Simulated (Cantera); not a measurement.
Input: 1 mol CH₃SiCl₃, 0.046 mol C₂H₄, 280 mol H₂, held at 13.3 mbar.

Method: chemical equilibrium by Gibbs-energy minimisation in Cantera with the NASA 1993 tables (ideal gas, pure condensed phases). Candidate condensed phases: C, C₆H₆, C₇H₈, C₈H₁₈, Si, SiC; 109 gas species. The feed counts by its element totals alone. Rates play no part.

Q: Which condensed phases are stable at each of these points (T (K)): 1498, 1548, 1598, 1648, 1698, 1748, 1798, 1848, 1898?

A: 
```
T (K)      condensed phases  Si condensed (%)
-----  --------------------  ----------------
1498   C(graphite) + SiC(s)              99.9
1548   C(graphite) + SiC(s)              99.9
1598   C(graphite) + SiC(s)              99.9
1648   C(graphite) + SiC(s)              99.8
1698   C(graphite) + SiC(s)              99.8
1748   C(graphite) + SiC(s)              99.7
1798                 SiC(s)              99.5
1848                 SiC(s)              99.0
1898                 SiC(s)              97.9
```

From 1498 K to 1748 K the condensed part is C(graphite) + SiC(s). From 1798 K to 1898 K the condensed part is SiC(s).
